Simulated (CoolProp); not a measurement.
CH3F (R41) along the isobar 88.2 bar: density (kg/m³) from the reference equation and from simpler models built on Tc = 317.3 K, pc = 59.06 bar, ω = 0.200; each cubic takes its own stable root.

Model: reference Helmholtz-energy equation of state, Lemmon 2006, in CoolProp. It is a short technical equation, of lower accuracy than the large ones.

```csv
T (K),phase,reference,van der Waals,Redlich-Kwong,Soave-Redlich-Kwong,Peng-Robinson
260.7,liquid,745.6,414.7,570.9,587.0,662.9
277.2,liquid,699.2,394.0,530.2,544.7,?
293.6,liquid,645.2,370.3,483.3,494.5,555.9
310,liquid,576.7,342.1,426.4,?,481.1
326.4,supercritical,469.5,306.1,350.8,341.9,374.6
342.9,supercritical,266.5,255.0,245.5,222.2,236.6
359.3,supercritical,182.8,193.7,178.0,164.3,173.5
375.7,supercritical,149.8,156.7,147.5,137.9,144.8
392.1,supercritical,130.6,135.7,129.3,121.6,?
408.6,supercritical,117.3,121.6,116.6,110.1,114.6
425,supercritical,107.5,111.3,?,101.3,105.2
```

Q: Fill in the missing entries.

A: 
- 277.2, Peng-Robinson: 614.3
- 310, Soave-Redlich-Kwong: 431.1
- 392.1, Peng-Robinson: 127.1
- 425, Redlich-Kwong: 107.1
